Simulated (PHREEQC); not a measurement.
**Hard or scaling water (model solution)**

A solution holds 5.6e-05 mol Ca(HCO3)2 and 0.0033 mol NaHCO3 per kg of water, at 28 °C. Closed to the air; pH follows from the charge balance.

Model: ion-association model, phreeqc.dat, run in PHREEQC.

Each row changes one thing in this solution. This is a speciation only: nothing precipitates in the calculation.

| case | pH | ionic strength (mol/kgw) | CO2 (mol/kgw) | CO3-2 (mol/kgw) | NaHCO3 (mol/kgw) | NaCO3- (mol/kgw) |
|---|---|---|---|---|---|---|
| as made | 8.23 | 0.00348 | 4.00e-5 | 3.39e-5 | 5.33e-6 | 1.88e-6 |
| NaHCO3 from 0.0033 to 0.00297 mol/kgw | 8.23 | 0.00315 | 3.61e-5 | 3.05e-5 | 4.36e-6 | 1.54e-6 |
| NaHCO3 from 0.0033 to 0.00495 mol/kgw | [?] | 0.00514 | 5.98e-5 | 5.09e-5 | 1.15e-5 | 4.03e-6 |
| Ca(HCO3)2 replaced by NH4HCO3 at the same molality | [?] | 0.00337 | 4.12e-5 | 3.18e-5 | 5.26e-6 | 1.77e-6 |
| Ca(HCO3)2 replaced by Li2CO3 at the same molality | [?] | 0.00347 | 1.94e-5 | 6.71e-5 | 5.22e-6 | 3.71e-6 |
| NaHCO3 replaced by NaNO3 at the same molality | [?] | 0.00347 | 2.14e-6 | 6.76e-7 | 1.75e-7 | 3.75e-8 |

### Question
What belongs in the gaps?

### Answer

- NaHCO3 from 0.0033 to 0.00495 mol/kgw, pH: 8.22
- Ca(HCO3)2 replaced by NH4HCO3 at the same molality, pH: 8.21
- Ca(HCO3)2 replaced by Li2CO3 at the same molality, pH: 8.54
- NaHCO3 replaced by NaNO3 at the same molality, pH: 8.02
